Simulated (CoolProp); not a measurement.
Vapour-liquid equilibrium of R22 (1) + R134a (2) at 260.3 K; x and y are mole fractions of (1).

The numbers come from the multi-fluid Helmholtz-energy mixture model, Kamei 1995 and Tillner-Roth 1994; pair parameters Bell 2016 in CoolProp.

| x | bubble pressure (MPa) | y at the bubble point | dew pressure at overall composition x (MPa) | liquid density (mol/L) |
|---|---|---|---|---|
| 0.05 | 0.1883 | 0.093 | 0.1839 | 13.18 |
| 0.15 | 0.2058 | 0.251 | 0.1943 | 13.37 |
| 0.25 | 0.2220 | 0.380 | 0.2057 | 13.56 |
| 0.35 | 0.2372 | 0.490 | 0.2181 | 13.76 |
| 0.45 | 0.2515 | 0.586 | 0.2316 | 13.97 |
| 0.55 | 0.2651 | 0.673 | 0.2461 | 14.19 |
| 0.65 | 0.2781 | 0.752 | 0.2615 | 14.42 |
| 0.75 | 0.2907 | 0.827 | 0.2778 | 14.66 |
| 0.85 | 0.3028 | 0.898 | 0.2947 | 14.91 |
| 0.95 | 0.3146 | 0.966 | 0.3118 | 15.17 |

No azeotrope shows between x = 0.05 and 0.95.

The pair parameters rest on a limited set of measurements; away from them the model extrapolates.
